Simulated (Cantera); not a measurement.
Input: 1 mol SiO₂, 0.94 mol CO, 0.11 mol H₂, at 100000 Pa.

Method: chemical equilibrium by Gibbs-energy minimisation in Cantera with the NASA 1993 tables (ideal gas, pure condensed phases). Candidate condensed phases: C, C₆H₆, C₇H₈, C₈H₁₈, H₂O, Si, SiC, SiO₂; 123 gas species. The tables hold silica as quartz up to 1696 K and as liquid above; real silica turns to tridymite and cristobalite and melts near 1996 K. Kinetics and transport are ignored.

At 1975 K, list the 6 most abundant gas species with their mole fractions, and the condensed phases.

CO 0.889, H₂ 0.103, SiO 0.00382, CO₂ 0.00251, H₂O 0.00131, H 0.000439. Condensed: SiO₂(condensed).
